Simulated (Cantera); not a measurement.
Catalytic stagnation flow on Pt

A jet of 1.18 % H2, 14.0 % O2, 84.9 % N2, equivalence ratio 0.042 at 300 K and 0.0230 bar hits a platinum plate 2.9 cm away at a mass flux of 0.037 kg/m²/s; the plate temperature is set and raised in steps from an oxygen-covered start.

Model: Deutschmann's 1995 Pt surface mechanism with GRI-Mech 3.0 gas chemistry, integrated in Cantera. Catalytic surfaces can have several steady states; this one follows from the mechanism file's or the stated starting coverage.

```tsv
plate T (K)	wall x H2	wall x O2	wall x H2O	wall x OH	θ free Pt	θ O*	θ OH*
500	0.00389	0.131	0.0156	<1e-8	0.0435	0.951	0.00514
550	0.00389	0.131	0.0154	<1e-8	0.0461	0.951	0.00294
600	0.00388	0.131	0.0153	<1e-8	0.0487	0.949	0.00183
650	0.00381	0.131	0.0153	<1e-8	0.0524	0.946	0.00124
700	0.00345	0.131	0.0159	<1e-8	0.0631	0.936	0.000949
750	0.00273	0.130	0.0172	<1e-8	0.0906	0.909	0.000835
```
x: mole fraction at the wall; θ: surface coverage.
